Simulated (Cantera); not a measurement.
Feed: 1 mol SF6, 0.1 mol H2, 2.2 mol O2, held at 10000 Pa.

These are equilibrium values from Cantera (NASA tables, ideal gas, pure condensed phases), not measurements of a reactor. Candidate condensed phases: H2O, H2SO4, S; 71 gas species. Ions and electrons are included (thermal ionisation). Rates play no part.

log p: log10 of the partial pressure in bar; nothing condenses.

| T (K) | log p F | log p O | log p O2 | log p S | log p SO2 | log p SO | log p HF | log p H |
|---|---|---|---|---|---|---|---|---|
| 3000 | -1.19 | -1.94 | -1.99 | -3.28 | -2.18 | -2.39 | -2.65 | -5.28 |
| 3500 | -1.25 | … | … | … | … | -2.38 | … | … |
| 4000 | -1.28 | -1.44 | … | -2.10 | … | … | … | … |
| 4500 | -1.29 | -1.42 | -3.94 | -2.07 | -6.30 | -3.78 | -3.76 | -2.81 |
| 5000 | -1.29 | -1.42 | -4.53 | -2.07 | -7.57 | -4.40 | -4.42 | -2.77 |

Question: Complete the blanks.

Answer: 
- 4000, log p O2: -3.22
- 4000, log p SO2: -4.76
- 4000, log p SO: -3.04
- 4000, log p HF: -3.10
- 4000, log p H: -3.03
- 3500, log p O: -1.53
- 3500, log p O2: -2.45
- 3500, log p S: -2.34
- 3500, log p SO2: -3.15
- 3500, log p HF: -2.76
- 3500, log p H: -3.83
